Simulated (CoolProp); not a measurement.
Dimethyl ether along the isotherm 166.65 °C: density (kg/m³) from the reference equation and from simpler models built on Tc = 127.2 °C, pc = 53.37 bar, ω = 0.196; each cubic takes its own stable root.

Computed with CoolProp (reference Helmholtz-energy equation of state, Wu 2011).

| p (bar) | phase | reference | van der Waals | Redlich-Kwong |
|---|---|---|---|---|
| 2.22 | gas | 2.828 | 2.825 | 2.827 |
| 4.45 | gas | 5.735 | 5.721 | 5.732 |
| 6.67 | gas | 8.696 | 8.665 | 8.689 |
| 8.89 | gas | 11.73 | 11.67 | 11.72 |
| 11.1 | gas | 14.82 | 14.74 | 14.81 |
| 13.3 | gas | 17.98 | 17.86 | 17.96 |
| 15.6 | gas | 21.37 | 21.20 | 21.34 |
| 17.8 | gas | 24.69 | 24.48 | 24.66 |
| 20 | gas | 28.11 | 27.85 | 28.08 |
| 22.2 | gas | 31.63 | 31.32 | 31.59 |
| 24.5 | gas | 35.42 | 35.04 | 35.38 |
| 26.7 | gas | 39.15 | 38.72 | 39.11 |
